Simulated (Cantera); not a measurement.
**Ignition delay**

Mixture: H2 : O2 : N2 = 1 : 0.556 : 2.89 (molar parts), equivalence ratio 0.90, at 7500 Torr, adiabatic and at constant volume. Ignition delay is the time to a rise of 400 K.

Model: GRI-Mech 3.0 (53 species, 325 reactions), integrated in Cantera. The hydrogen kinetics of GRI-Mech 3.0 are dated; newer H2 mechanisms differ, most at raised pressure.

```csv
T0 (K),delay (ms)
1050,3.13
1150,0.300
1250,0.0128
1350,0.00378
1450,0.00215
1550,0.00146
1650,0.00110
```

| Quantity | Value |
|---|---|
| apparent activation energy between 1450 and 1650 K | 67 kJ/mol |
